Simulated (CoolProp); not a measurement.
Vapour-liquid equilibrium of carbon dioxide (1) + R152A (2) at 252.4 K; x and y are mole fractions of (1).

The numbers come from the multi-fluid Helmholtz-energy mixture model, Span 1996 and Outcalt 1996; pair parameters Bell 2016 in CoolProp.

Give the bubble pressure and the first vapour's composition at x = 0.35, 0.5, 0.8. Is there an azeotrope?

x = 0.35: 0.7183 MPa, y = 0.874; x = 0.5: 0.9777 MPa, y = 0.922; x = 0.8: 1.516 MPa, y = 0.975. No azeotrope shows between x = 0.05 and 0.95.

Pair parameters are fitted to limited data, so mixtures are less certain than the pure fluids.
